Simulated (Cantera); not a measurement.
**Hydrocarbon pyrolysis for carbon deposition**

A perfectly stirred reactor is fed with 2.27 % CH4, 97.7 % N2, at 3.45 Torr; it is held at 1573 K, and followed from long to short residence time.

Detailed kinetics in Cantera: GRI-Mech 3.0 (53 species, 325 reactions). GRI-Mech 3.0 stops at C3 and has no aromatics, soot or wall deposition, so with more carbon than oxygen in the feed, carbon stays in small species such as C2H2 where larger ones or solid carbon would form. Radical loss at walls, strong at low pressure, is not modelled.

| τ (s) | x CH4 | x C2H6 | x C2H | x C2H4 | x CH3 |
|---|---|---|---|---|---|
| 9.4 | 0.0102 | 1.01e-6 | 1.66e-8 | 0.000196 | 0.000190 |
| 2.7 | 0.0166 | 1.75e-6 | 6.23e-9 | 0.000423 | 0.000246 |
| 0.77 | 0.0217 | 9.54e-7 | 5.69e-10 | 0.000210 | 0.000181 |
| 0.22 | 0.0226 | 1.05e-7 | 1.45e-11 | 1.12e-5 | 6.13e-5 |
| 0.063 | 0.0227 | 7.61e-9 | <1e-12 | 3.12e-7 | 1.77e-5 |
| 0.018 | 0.0227 | 4.15e-10 | <1e-12 | 7.48e-9 | 5.03e-6 |
| 0.0051 | 0.0227 | 1.48e-11 | <1e-12 | 1.60e-10 | 1.39e-6 |
| 0.0015 | 0.0227 | <1e-12 | <1e-12 | 3.28e-12 | 3.79e-7 |
x: mole fraction; the columns are a selection and need not sum to one.
